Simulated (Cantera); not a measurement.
Mixture: 11.7 % CH3OH, 17.5 % O2, 65.8 % N2, 5.02 % H2O, at 0.651 atm, adiabatic and at constant volume. Ignition delay is the time to a rise of 400 K.

Computed with Cantera and GRI-Mech 3.0 (53 species, 325 reactions). GRI-Mech 3.0 was tuned for natural gas; its chemistry of methanol as a main component is partial and can be far from experiment.

Question: Predict: delay at 1050 K; delay at 1250 K; delay at 1450 K; delay at 1650 K; delay at 1850 K; apparent activation energy between 1750 and 1950 K.

Answer: 
```
Property                                                 Value
--------------------------------------------------  ----------
delay at 1050 K                                        0.206 s
delay at 1250 K                                        5.34 ms
delay at 1450 K                                       0.420 ms
delay at 1650 K                                        70.1 µs
delay at 1850 K                                        18.8 µs
apparent activation energy between 1750 and 1950 K  160 kJ/mol
```
